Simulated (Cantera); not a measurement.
# Fe2O3 + CH4 + CO (carbothermic reduction)

A closed system holds: 1 mol Fe2O3, 2.1 mol CH4, 0.021 mol CO, held at 1.00 Torr.

Equilibrium computed with Cantera from the NASA thermochemical tables; the gas is ideal and each condensed phase is pure. Candidate condensed phases: C, C6H6, C7H8, C8H18, Fe, Fe(CO)5, FeO, Fe(OH)2, Fe(OH)3, Fe2O3, Fe3O4, H2O; 114 gas species. Equilibrium is a limit: real reactors are often held back by kinetics, nucleation or transport.

```tsv
T (K)	x H2	x CO	x H	x Fe	x H2O	x CO2	x OH	x O	n Fe(α)	n Fe(γ)	n Fe(δ)	n Fe(l)
898	0.594	0.263	2.31e-9	<1e-12	0.0701	0.0722	<1e-12	<1e-12	2.00	0	0	0
1098	0.570	0.288	5.11e-7	8.73e-10	0.0948	0.0476	3.75e-10	<1e-12	2.00	0	0	0
1298	0.556	0.302	2.19e-5	7.73e-7	0.109	0.0337	5.54e-8	2.10e-12	0	2.00	0	0
1498	0.547	0.310	0.000348	0.000108	0.117	0.0256	2.11e-6	1.16e-9	0	2.00	0	0
1698	0.538	0.313	0.00291	0.00457	0.121	0.0206	3.35e-5	1.45e-7	0	0	1.97	0
1898	0.484	0.289	0.0149	0.0815	0.113	0.0161	0.000284	6.57e-6	0	0	0	1.43
2098	0.374	0.236	0.0516	0.233	0.0906	0.0116	0.00148	0.000146	0	0	0	0
2298	0.310	0.225	0.146	0.219	0.0791	0.0102	0.00599	0.00193	0	0	0	0
2498	0.206	0.202	0.310	0.195	0.0472	0.00748	0.0147	0.0145	0	0	0	0
```
x: gas mole fraction; n: condensed amount in mol.

From 898 K to 1098 K the condensed part is Fe(α). From 1298 K to 1498 K the condensed part is Fe(γ). At 1698 K the condensed part is Fe(δ). At 1898 K the condensed part is Fe(l). From 2098 K to 2498 K nothing is condensed.
